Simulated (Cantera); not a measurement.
A closed system holds: 1 mol B₂O₃, a varied amount of HF, 1.3 mol O₂, 3.4 mol SiCl₄, at 652 °C and 0.100 bar.

Method: chemical equilibrium by Gibbs-energy minimisation in Cantera with the NASA 1993 tables (ideal gas, pure condensed phases). Candidate condensed phases: B, B₂O₃, B₃O₃H₃, H₂O, Si, SiO₂; 79 gas species. Kinetics and transport are ignored.

x: gas mole fraction; n: condensed amount in mol.

| n(HF) (mol) | x HCl | x Cl₂ | x HF | x BF₃ | x SiCl₄ | x H₂O | x BCl₃ | x SiF₄ | x O₂ | x B₃O₃Cl₃ | n SiO₂(β-quartz) |
|---|---|---|---|---|---|---|---|---|---|---|---|
| 2.2 | 0.301 | 0.356 | 7.05e-5 | 0.0877 | 0.118 | 9.42e-8 | 0.107 | 0.00364 | 3.78e-12 | 0.0184 | 2.51 |
| 2.8 | 0.353 | 0.328 | 9.35e-5 | 0.103 | 0.101 | 1.40e-7 | 0.0879 | 0.00509 | 3.74e-12 | 0.0127 | 2.56 |
| 3.6 | 0.412 | 0.297 | 0.000126 | 0.120 | 0.0825 | 2.11e-7 | 0.0659 | 0.00747 | 3.77e-12 | 0.00727 | 2.61 |
| 4.6 | 0.471 | 0.266 | 0.000173 | 0.136 | 0.0624 | 3.17e-7 | 0.0434 | 0.0116 | 3.99e-12 | 0.00317 | 2.68 |
| 5.9 | 0.532 | 0.235 | 0.000252 | 0.148 | 0.0394 | 5.09e-7 | 0.0219 | 0.0203 | 4.91e-12 | 0.000813 | 2.74 |
| 7.6 | 0.594 | 0.203 | 0.000444 | 0.147 | 0.0115 | 1.17e-6 | 0.00552 | 0.0372 | 1.26e-11 | 8.18e-5 | 2.78 |
| 9.8 | 0.572 | 0.171 | 0.0555 | 0.133 | 5.58e-11 | 0.0156 | 2.29e-9 | 0.0508 | 0.00184 | 1.73e-11 | 2.64 |
| 13 | 0.525 | 0.120 | 0.108 | 0.112 | 3.93e-12 | 0.0496 | 2.03e-10 | 0.0719 | 0.0130 | <1e-12 | … |
| 16 | 0.492 | 0.0867 | 0.140 | 0.0976 | 1.31e-12 | 0.0756 | 6.69e-11 | 0.0876 | 0.0202 | <1e-12 | … |
| 21 | 0.442 | 0.0531 | 0.179 | 0.0805 | <1e-12 | 0.113 | 1.90e-11 | 0.106 | 0.0259 | <1e-12 | … |

Fill in the missing entries.


- 13, n SiO₂(β-quartz): 2.12
- 16, n SiO₂(β-quartz): 1.61
- 21, n SiO₂(β-quartz): 0.760
